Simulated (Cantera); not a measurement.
Si2H6 + NO (silicon oxide and oxynitride deposition)

Input: 1 mol Si2H6, 0.62 mol NO, equilibrated at 0.000700 bar.

Method: chemical equilibrium by Gibbs-energy minimisation in Cantera with the NASA 1993 tables (ideal gas, pure condensed phases). Candidate condensed phases: H2O, Si, SiO2, Si2N2O, Si3N4; 35 gas species. The feed counts by its element totals alone. Mutual solubility and eutectic melting of coexisting phases are not modelled. The tables' values for SiN are old estimates; treat these amounts as uncertain. The tables hold silica as quartz up to 1696 K and as liquid above; real silica turns to tridymite and cristobalite and melts near 1996 K. Gases not in the tables: Si2H6 and higher silanes. The numbers say what is thermodynamically allowed, not how fast it happens.

At 525 °C the condensed part is Si(s) + SiO2(α-quartz) + Si2N2O(s). From 625 °C to 1025 °C the condensed part is Si(s) + SiO2(β-quartz) + Si2N2O(s). From 1125 °C to 1325 °C the condensed part is Si(s) + Si2N2O(s). From 1425 °C to 1725 °C the condensed part is Si(l).

| T (°C) | x H2 | x SiO | x N2 | x Si | x H | n Si(s) | n SiO2(α-quartz) | n Si2N2O(s) | n SiO2(β-quartz) | n Si(l) |
|---|---|---|---|---|---|---|---|---|---|---|
| 525 | 1.00 | 1.83e-11 | <1e-12 | <1e-12 | 1.01e-10 | 1.23 | 0.155 | 0.310 | 0 | 0 |
| 625 | 1.00 | 6.42e-9 | <1e-12 | <1e-12 | 4.14e-9 | 1.23 | 0 | 0.310 | 0.155 | 0 |
| 725 | 1.000 | 6.84e-7 | <1e-12 | <1e-12 | 8.13e-8 | 1.23 | 0 | 0.310 | 0.155 | 0 |
| 825 | 1.000 | 3.07e-5 | 7.41e-11 | 3.09e-11 | 9.35e-7 | 1.22 | 0 | 0.310 | 0.155 | 0 |
| 925 | 0.999 | 0.000723 | 6.34e-9 | 1.84e-9 | 7.18e-6 | 1.22 | 0 | 0.310 | 0.154 | 0 |
| 1025 | 0.990 | 0.0104 | 2.71e-7 | 5.80e-8 | 4.03e-5 | 1.21 | 0 | 0.310 | 0.139 | 0 |
| 1125 | 0.906 | 0.0937 | 7.20e-6 | 1.11e-6 | 0.000170 | 1.07 | 0 | 0.310 | 0 | 0 |
| 1225 | 0.904 | 0.0943 | 0.000813 | 1.43e-5 | 0.000618 | 1.07 | 0 | 0.307 | 0 | 0 |
| 1325 | 0.835 | 0.125 | 0.0382 | 0.000134 | 0.00184 | 1.21 | 0 | 0.173 | 0 | 0 |
| 1425 | 0.758 | 0.157 | 0.0786 | 0.000938 | 0.00476 | 0 | 0 | 0 | 0 | 1.38 |
| 1525 | 0.750 | 0.156 | 0.0781 | 0.00441 | 0.0115 | 0 | 0 | 0 | 0 | 1.36 |
| 1625 | 0.727 | 0.153 | 0.0764 | 0.0175 | 0.0252 | 0 | 0 | 0 | 0 | 1.31 |
| 1725 | 0.672 | 0.144 | 0.0719 | 0.0608 | 0.0497 | 0 | 0 | 0 | 0 | 1.11 |
x: gas mole fraction; n: condensed amount in mol.
